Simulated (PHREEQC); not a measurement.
Solution A (0.16 mol H2SO4, 0.0086 mol ZnSO4 and 0.0001 mol NiSO4 per kg of water) is mixed with solution B (0.08 mol NiSO4, 0.046 mol NaCl and 4.1e-05 mol MnSO4 per kg of water) at 20 °C; shares are by mass of water, 1 kg in all. The system is closed to oxygen. The system is closed to CO2. Solids allowed: Pyrochroite, Zn(OH)2-e, Zn4(OH)6SO4, Zn5(OH)8Cl2, Ni(OH)2, Ni4(OH)6SO4, Halite, Mirabilite, Goslarite, Morenosite. Others were left out.

The series has 11 steps of share of solution B, from 0 to 1.

The numbers come from PHREEQC with the ion-association model, wateq4f.dat.

Problem. Between which two steps does the pH jump most, and from what to what?

Solution. Between share of solution B = 0.9 and 1: from 1.92 to 6.09.
